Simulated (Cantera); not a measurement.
A closed system holds: 1 mol SiO2, 0.0079 mol C, 0.64 mol H2, 0.0042 mol Si, equilibrated at 0.0218 Torr.

Method: chemical equilibrium by Gibbs-energy minimisation in Cantera with the NASA 1993 tables (ideal gas, pure condensed phases). Candidate condensed phases: C, C6H6, C7H8, C8H18, H2O, Si, SiC, SiO2; 123 gas species. The tables hold silica as quartz up to 1696 K and as liquid above; real silica turns to tridymite and cristobalite and melts near 1996 K. Rates play no part.

Which condensed phases are stable at each of these points (T (K)): 1548, 1648, 1748, 1848, 1948, 2048, 2148, 2248, 2348, 2448?


| T (K) | condensed phases | Si condensed (%) |
|---|---|---|
| 1548 | SiO2(β-quartz) | 97.9 |
| 1648 | SiO2(β-quartz) | 95.6 |
| 1748 | SiO2(condensed) | 88.7 |
| 1848 | SiO2(condensed) | 73.5 |
| 1948 | SiO2(condensed) | 50.1 |
| 2048 | gas only | 0.0 |
| 2148 | gas only | 0.0 |
| 2248 | gas only | 0.0 |
| 2348 | gas only | 0.0 |
| 2448 | gas only | 0.0 |

From 1548 K to 1648 K the condensed part is SiO2(β-quartz). From 1748 K to 1948 K the condensed part is SiO2(condensed). From 2048 K to 2448 K nothing is condensed.
